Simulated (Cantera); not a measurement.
An isothermal, constant-pressure homogeneous reactor starts with CH4 : N2 = 1 : 4.7 (molar parts), at 1675 K and 0.133 bar. Integrator tolerance rtol = 1e-08.

Cantera simulation using GRI-Mech 3.0 (53 species, 325 reactions); the numbers are that mechanism's predictions, not measurements. GRI-Mech 3.0 stops at C3 and has no aromatics, soot or wall deposition, so with more carbon than oxygen in the feed, carbon stays in small species such as C2H2 where larger ones or solid carbon would form.

What does this change do: pressure from 0.133 bar to 0.00920 bar?


| quantity | before | after |
|---|---|---|
| x(CH4) at 8.00 s | 0.000730 (gas-phase equilibrium 0.000399) | 0.00116 (gas-phase equilibrium 2.76e-5) |
| x(C2H2) at 8.00 s | 0.0742 (gas-phase equilibrium 0.0327) | 0.0741 (gas-phase equilibrium 0.0328) |
| x(H) at 8.00 s | 0.000151 (gas-phase equilibrium 0.000151) | 0.000526 (gas-phase equilibrium 0.000576) |
| x(C2H) at 8.00 s | 2.49e-7 (gas-phase equilibrium 1.10e-7) | 8.68e-7 (gas-phase equilibrium 4.19e-7) |
| x(C2H6) at 8.00 s | 1.31e-8 (gas-phase equilibrium 4.47e-9) | 2.09e-8 (gas-phase equilibrium 2.14e-11) |
Radical loss at walls, strong at low pressure, is not modelled.

What does this change do: temperature 1675 to 1873 K?


| quantity | before | after |
|---|---|---|
| x(CH4) at 8.00 s | 0.000730 (gas-phase equilibrium 0.000399) | 0.000128 (gas-phase equilibrium 8.31e-5) |
| x(C2H2) at 8.00 s | 0.0742 (gas-phase equilibrium 0.0327) | 0.0745 (gas-phase equilibrium 0.0297) |
| x(H) at 8.00 s | 0.000151 (gas-phase equilibrium 0.000151) | 0.000841 (gas-phase equilibrium 0.000841) |
| x(C2H) at 8.00 s | 2.49e-7 (gas-phase equilibrium 1.10e-7) | 3.30e-6 (gas-phase equilibrium 1.32e-6) |
| x(C2H6) at 8.00 s | 1.31e-8 (gas-phase equilibrium 4.47e-9) | 8.14e-10 (gas-phase equilibrium 3.37e-10) |

What does this change do: 0.42 parts H2O added?


```tsv
quantity	before	after
x(CH4) at 8.00 s	0.000730 (gas-phase equilibrium 0.000399)	0.00301 (gas-phase equilibrium 0.000358)
x(C2H2) at 8.00 s	0.0742 (gas-phase equilibrium 0.0327)	0.0423 (gas-phase equilibrium 0.0131)
x(H) at 8.00 s	0.000151 (gas-phase equilibrium 0.000151)	0.000167 (gas-phase equilibrium 0.000170)
x(C2H) at 8.00 s	2.49e-7 (gas-phase equilibrium 1.10e-7)	1.30e-7 (gas-phase equilibrium 3.91e-8)
x(C2H6) at 8.00 s	1.31e-8 (gas-phase equilibrium 4.47e-9)	1.32e-7 (gas-phase equilibrium 2.86e-9)
```
